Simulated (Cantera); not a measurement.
A closed system holds: 1 mol MgO, 2.1 mol CH4, 0.13 mol CO, equilibrated at 1.20 mbar.

These are equilibrium values from Cantera (NASA tables, ideal gas, pure condensed phases), not measurements of a reactor. Candidate condensed phases: C, C6H6, C7H8, C8H18, H2O, Mg, MgCO3, MgO, Mg(OH)2; 116 gas species. The tables' values for MgH are old estimates; treat these amounts as uncertain. Equilibrium is a limit: real reactors are often held back by kinetics, nucleation or transport.

log p: log10 of the partial pressure in bar; n: condensed amount in mol.

```csv
T (K),log p H2,log p CO,log p Mg,log p H,log p C2H2 (acetylene),n C(graphite)
1575,-3.10,-3.67,-3.72,-5.93,-7.78,1.10
1625,-3.10,-3.67,-3.72,-5.70,-7.55,1.10
1675,-3.10,-3.67,-3.72,-5.49,-7.34,1.10
1725,-3.10,-3.67,-3.72,-5.28,-7.14,1.10
1775,-3.10,-3.67,-3.72,-5.09,-6.95,1.10
1825,-3.10,-3.67,-3.72,(withheld),(withheld),1.10
1875,-3.11,-3.67,-3.73,-4.74,-6.61,1.10
1925,-3.11,-3.67,-3.73,-4.58,-6.45,1.10
1975,-3.12,-3.68,-3.73,-4.42,-6.30,1.09
2025,-3.12,-3.68,-3.73,-4.28,-6.17,1.09
2075,-3.13,-3.68,-3.74,(withheld),(withheld),1.09
2125,-3.15,-3.69,-3.74,-4.01,-5.92,1.09
2175,-3.16,-3.69,-3.75,-3.89,-5.81,1.08
2225,-3.18,-3.70,-3.75,-3.78,-5.72,1.08
```

**Question.** Some entries are withheld; supply them.

**Answer.** 
- 1825, log p H: -4.91
- 1825, log p C2H2 (acetylene): -6.77
- 2075, log p H: -4.14
- 2075, log p C2H2 (acetylene): -6.04
